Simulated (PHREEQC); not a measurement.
A solution holds 0.0024 mol/kgw HF, 0.24 mol/kgw NaF and 0.00012 mol/kgw H2SiF6, at 84 °C. Closed to the air; pH follows from the charge balance.

Equilibrium calculation in PHREEQC: ion-association model, wateq4f.dat.

```yaml
pH: 5.71
ionic_strength: 0.227 mol/kgw
activity_of_water: 0.992
total_alkalinity: -3.12 meq/kg
```

| species | molality | activity | log γ |
|---|---|---|---|
| Na+ | 0.227 | 0.161 | -0.150 |
| F- | 0.225 | 0.150 | -0.176 |
| NaF | 0.0132 | 0.0139 | 0.023 |
| HF2- | 0.00134 | 0.000895 | -0.176 |
| HF | 0.00133 | 0.00141 | 0.023 |
| SiF6-2 | 0.000111 | 2.73e-5 | -0.608 |
| H4SiO4 | 9.52e-6 | 1.00e-5 | 0.023 |

No solid was allowed to form. Complexes and solids missing from the database can't appear. At this temperature some constants are extrapolated from 25 °C, and those without enthalpy data are left unchanged. SiF6-2 is the database's only silicon fluoride.
